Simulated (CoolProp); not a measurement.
Diethyl ether along the isotherm 274.85 °C: Z from the reference equation and from simpler models built on Tc = 194.7 °C, pc = 3717 kPa, ω = 0.282; each cubic takes its own stable root.

The numbers come from the reference Helmholtz-energy equation of state, Thol 2014 in CoolProp.

```csv
p (kPa),phase,reference,van der Waals,Redlich-Kwong,Soave-Redlich-Kwong,Peng-Robinson
58.8,gas,0.9970,0.9968,0.9966,0.9969,0.9964
134,gas,0.9931,0.9927,0.9923,0.9930,0.9919
304,gas,0.9842,0.9834,0.9824,0.9842,0.9815
693,gas,0.9634,?,0.9594,0.9636,0.9578
1580,gas,0.9136,0.9087,0.9053,?,0.9030
3590,gas,0.7885,0.7684,0.7723,0.8030,0.7772
8170,supercritical,?,0.5214,0.5285,0.6033,0.5665
18600,supercritical,0.6962,?,0.7259,0.7635,0.6979
```

Fill in the missing entries.


- 693, van der Waals: 0.9615
- 1580, Soave-Redlich-Kwong: 0.9158
- 8170, reference: 0.5338
- 18600, van der Waals: 0.8572
